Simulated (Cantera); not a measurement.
Standard-state values (1 bar) from the NASA 1993 polynomials, evaluated with Cantera. Values are per mole of reaction as written; species without (g) are pure solids or liquids, kept so even where they would boil at 1 bar. TaC: taken at fixed stoichiometry.

TaC → C + Ta, with ΔH° = 144.1 kJ and ΔS° = 4.8 J/K at 300 K.

Question: How far is the shortcut ΔG° ≈ ΔH°(300 K) − T·ΔS°(300 K) from the full temperature-dependent value at 2073, 2148, 2223, 2298, 2373, 2448, 2523, 2598, 2673, 2748, 2823 K?

Answer: 
| T (K) | shortcut (kJ) | full (kJ) | difference (kJ) | difference in log10 K |
|---|---|---|---|---|
| 2073 | 134.1 | 140.2 | -6.1 | 0.15 |
| 2148 | 133.8 | 140.3 | -6.5 | 0.16 |
| 2223 | 133.4 | 140.3 | -6.9 | 0.16 |
| 2298 | 133.0 | 140.3 | -7.3 | 0.17 |
| 2373 | 132.7 | 140.3 | -7.7 | 0.17 |
| 2448 | 132.3 | 140.4 | -8.1 | 0.17 |
| 2523 | 132.0 | 140.4 | -8.5 | 0.18 |
| 2598 | 131.6 | 140.5 | -8.9 | 0.18 |
| 2673 | 131.2 | 140.5 | -9.3 | 0.18 |
| 2748 | 130.9 | 140.6 | -9.7 | 0.19 |
| 2823 | 130.5 | 140.7 | -10.2 | 0.19 |
The shortcut ignores the heat-capacity change of the reaction.
